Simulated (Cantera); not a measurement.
Feed: 1 mol B, 1.2 mol H2, equilibrated at 13.0 mbar.

Cantera equilibrium calculation (NASA polynomials, part measured and part estimated; ideal gas, pure solids and liquids). Candidate condensed phases: B; 7 gas species. The tables' values for BH2 are old estimates; treat these amounts as uncertain. The numbers say what is thermodynamically allowed, not how fast it happens.

x: gas mole fraction; n: condensed amount in mol.

```tsv
T (K)	x H2	x H	x BH2	x B	x BH	x BH3	n B(s)	n B(l)
800	1.00	2.54e-11	1.08e-11	<1e-12	<1e-12	9.75e-10	1.00	0
1000	1.00	1.99e-8	3.99e-9	<1e-12	<1e-12	1.74e-8	1.00	0
1200	1.000	1.73e-6	2.01e-7	<1e-12	<1e-12	1.13e-7	1.00	0
1400	1.000	4.27e-5	3.26e-6	___	3.68e-11	4.18e-7	1.000	0
1600	0.999	0.000477	2.60e-5	___	3.97e-9	1.09e-6	1.000	0
1800	0.997	0.00314	0.000130	___	1.49e-7	2.28e-6	1.000	0
2000	0.985	0.0142	0.000461	___	2.66e-6	4.00e-6	0.999	0
2200	0.950	0.0482	0.00126	___	2.74e-5	6.04e-6	0.998	0
2400	0.865	0.130	0.00257	___	0.000175	7.30e-6	0	0.993
```

**Question.** Fill in the missing entries.

**Answer.** 
- 1400, x B: 6.10e-12
- 1600, x B: 2.43e-9
- 1800, x B: 2.52e-7
- 2000, x B: 1.03e-5
- 2200, x B: 0.000210
- 2400, x B: 0.00245
